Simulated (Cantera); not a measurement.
A freely propagating, adiabatic, planar premixed flame of H₂ : O₂ : N₂ : H₂O = 1 : 0.847 : 3.19 : 0.1 (molar parts), unburnt at 423 K and 101000 Pa; mixture-averaged transport, grid criteria slope 0.08 and curve 0.16, no radiation.

Detailed kinetics in Cantera: the H2/O2 subset of GRI-Mech 3.0, which has no nitrogen chemistry. Burning velocities carry a grid error of a few per cent, more on coarse grids. Lean hydrogen flames are cellular in practice and burn faster than this planar one.

### Question
Predict: laminar burning velocity; thermal thickness; peak x(HO₂); peak x(H); peak x(O).

### Answer
| Property | Value |
|---|---|
| laminar burning velocity | 150 cm/s |
| thermal thickness | 0.376 mm |
| peak x(HO₂) | 0.000380 |
| peak x(H) | 0.00960 |
| peak x(O) | 0.00627 |
